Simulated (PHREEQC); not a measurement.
Solution A (0.046 mol KOH, 7.7e-05 mol H4SiO4 and 0.00011 mol CuSO4 per kg of water) is mixed with solution B (33 mmol/kgw AgNO3, 0.31 mmol/kgw HNO3 and 5.8 mmol/kgw Na2SO4) at 20 °C; shares are by mass of water, 1 kg in all. Oxygen is held at 0.21 atm. No CO2 enters from the air. The run lets Cu(OH)2, Brochantite, Antlerite, Cu2(OH)3NO3, Ag2O, Ag2SO4, SiO2(a), Mirabilite, Chalcanthite precipitate or redissolve, and no other solid.

Equilibrium calculation in PHREEQC: ion-association model, wateq4f.dat.

```json
[
 {"share of solution B": "0", "pH": "12.74", "Ag2O (mol)": "0", "Cu(OH)2 (mol)": "7.93e-5"},
 {"share of solution B": "0.1", "pH": "12.66", "Ag2O (mol)": "0.00164", "Cu(OH)2 (mol)": "7.28e-5"},
 {"share of solution B": "0.2", "pH": "12.56", "Ag2O (mol)": "0.00329", "Cu(OH)2 (mol)": "6.56e-5"},
 {"share of solution B": "0.3", "pH": "12.43", "Ag2O (mol)": "0.00494", "Cu(OH)2 (mol)": "5.78e-5"},
 {"share of solution B": "0.4", "pH": "12.24", "Ag2O (mol)": "0.00660", "Cu(OH)2 (mol)": "4.92e-5"},
 {"share of solution B": "0.6", "pH": "9.21", "Ag2O (mol)": "0.00905", "Cu(OH)2 (mol)": "2.99e-5"},
 {"share of solution B": "0.7", "pH": "8.47", "Ag2O (mol)": "0.00676", "Cu(OH)2 (mol)": "0"},
 {"share of solution B": "0.8", "pH": "8.21", "Ag2O (mol)": "0.00446", "Cu(OH)2 (mol)": "0"},
 {"share of solution B": "0.9", "pH": "8.05", "Ag2O (mol)": "0.00215", "Cu(OH)2 (mol)": "0"},
 {"share of solution B": "1", "pH": "3.65", "Ag2O (mol)": "0", "Cu(OH)2 (mol)": "0"}
]
```

Cu(OH)2 from the start (pH 12.74), last present at share of solution B = 0.6; Ag2O from share of solution B = 0.1 (pH 12.66), last present at share of solution B = 0.9; Brochantite from share of solution B = 0.7 (pH 8.47), last present at share of solution B = 0.9.

The database's constant for dissolved Cu(OH)2 is higher than later reviews accept.
